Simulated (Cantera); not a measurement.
Standard-state values (1 bar) from the NASA 1993 polynomials, evaluated with Cantera. Values are per mole of reaction as written; species without (g) are pure solids or liquids, kept so even where they would boil at 1 bar.

a) Ni + S₂(g) → NiS₂
b) 2 H₂(g) + S₂(g) → 2 H₂S(g)
c) 1.5 Ni + S₂(g) → 0.5 Ni₃S₄
d) 2 Ni + S₂(g) → 2 NiS
e) 2 Ca + S₂(g) → 2 CaS

Task: Order these by ΔG° at 425 K, most negative first.

Result: e (-990 kJ), d (-227 kJ), c (-203 kJ), a (-181 kJ), b (-136 kJ)
